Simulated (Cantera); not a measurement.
Input (Python, Cantera) and output of one run.

```python
import numpy as np
import cantera as ct

gas_names = """
    H H2 H2S Pb PbS Pb2 S SH S2 S8
""".split()
cond_names = """
    Pb(cr) Pb(L) PbS(s) PbS(L) S(cr1) S(cr2) S(L)
""".split()


# ... load() reads the species with a 1 bar reference pressure and builds the phases ...
atoms = {
    'PbS': {'Pb': 1, 'S': 1},
    'H2': {'H': 2},
}
top_T = {}  # K; cautious upper limits of use, not melting points


# ... equilibrate(T, P, feed) seeds the gas with the atoms and calls Mixture.equilibrate('TP', solver="vcs", rtol=1e-11, max_steps=5000) ...
results = []
T = 948.15  # K
P = 100000  # Pa
for m in [3, 5.7, 11, 21, 41, 79, 150, 300]:
    feed = {'PbS': 1, 'H2': m}  # mol
    mix = equilibrate(T, P, feed)
    results.append((T, P, feed, dict(zip(mix.species_names, mix.species_moles))))
    x = sorted(zip(gas.X, gas.species_names), reverse=True)
    print(f"T = {T:g} K  P = {P:g} Pa  n(H2) = {m:g} mol  gas = {mix.phase_moles(0):.4g} mol")
    print("   x: " + "  ".join(f"{s} {v:.3e}" for v, s in x if v > 1e-05))
    print("   condensed (mol): " + ("  ".join(f"{mix.phase(i).name} {mix.phase_moles(i):.4g}"
          for i in range(1, mix.n_phases) if mix.phase_moles(i) > 1e-12) or "none"))
```

Result:

```
T = 948.15 K  P = 100000 Pa  n(H2) = 3 mol  gas = 3 mol
   x: H2 9.894e-01  H2S 1.057e-02  PbS 2.073e-05
   condensed (mol): Pb(L) 0.03169  PbS(s) 0.9682
T = 948.15 K  P = 100000 Pa  n(H2) = 5.7 mol  gas = 5.7 mol
   x: H2 9.894e-01  H2S 1.057e-02  PbS 2.073e-05
   condensed (mol): Pb(L) 0.06022  PbS(s) 0.9396
T = 948.15 K  P = 100000 Pa  n(H2) = 11 mol  gas = 11 mol
   x: H2 9.894e-01  H2S 1.057e-02  PbS 2.073e-05
   condensed (mol): Pb(L) 0.1162  PbS(s) 0.8835
T = 948.15 K  P = 100000 Pa  n(H2) = 21 mol  gas = 21 mol
   x: H2 9.894e-01  H2S 1.057e-02  PbS 2.073e-05
   condensed (mol): Pb(L) 0.2219  PbS(s) 0.7776
T = 948.15 K  P = 100000 Pa  n(H2) = 41 mol  gas = 41 mol
   x: H2 9.894e-01  H2S 1.057e-02  PbS 2.073e-05
   condensed (mol): Pb(L) 0.4331  PbS(s) 0.5658
T = 948.15 K  P = 100000 Pa  n(H2) = 79 mol  gas = 79 mol
   x: H2 9.894e-01  H2S 1.057e-02  PbS 2.073e-05
   condensed (mol): Pb(L) 0.8346  PbS(s) 0.1634
T = 948.15 K  P = 100000 Pa  n(H2) = 150 mol  gas = 150 mol
   x: H2 9.933e-01  H2S 6.654e-03  PbS 1.300e-05
   condensed (mol): Pb(L) 0.9973
T = 948.15 K  P = 100000 Pa  n(H2) = 300 mol  gas = 300 mol
   x: H2 9.967e-01  H2S 3.327e-03
   condensed (mol): Pb(L) 0.9966
```

Method: chemical equilibrium by Gibbs-energy minimisation in Cantera with the NASA 1993 tables (ideal gas, pure condensed phases).
